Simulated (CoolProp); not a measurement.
Vapour-liquid equilibrium of R125 (1) + R236FA (2) at -13.55 °C; x and y are mole fractions of (1).

Model: multi-fluid Helmholtz-energy mixture model, Lemmon 2005 and Pan 2012; pair parameters Bell 2016, in CoolProp.

Give the bubble pressure and the first vapour's composition at x = 0.35, 0.5, 0.65. Is there an azeotrope?

x = 0.35: 1.835 bar, y = 0.773; x = 0.5: 2.373 bar, y = 0.860; x = 0.65: 2.921 bar, y = 0.918. No azeotrope shows between x = 0.05 and 0.95.

Pair parameters are fitted to limited data, so mixtures are less certain than the pure fluids.
